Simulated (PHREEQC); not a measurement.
Dissolve 72 mmol/kgw Cu(BF4)2, 77 mmol/kgw HBF4 and 0.37 mmol/kgw Na2SO4 at 25 °C. Closed to the air; pH follows from the charge balance.

The numbers come from PHREEQC with the ion-association model, wateq4f.dat.

| Item | Result |
|---|---|
| pH | 1.24 |
| ionic strength | 0.291 mol/kgw |
| activity of water | 0.993 |
| total alkalinity | -740 meq/kg |

```csv
species,molality,activity,log γ
BF4-,0.213,0.137,-0.191
H+,0.0744,0.0583,-0.106
Cu+2,0.0718,0.0210,-0.533
HF,0.0152,0.0162,0.029
BF3OH-,0.00480,0.00310,-0.191
H3BO3,0.00281,0.00301,0.029
Na+,0.000740,0.000537,-0.139
H2F2,0.000641,0.000686,0.029
BF2(OH)2-,0.000402,0.000259,-0.191
F-,0.000274,0.000186,-0.170
```

No solid was allowed to form. Real BF4- forms and hydrolyses slowly; the run takes it at equilibrium.
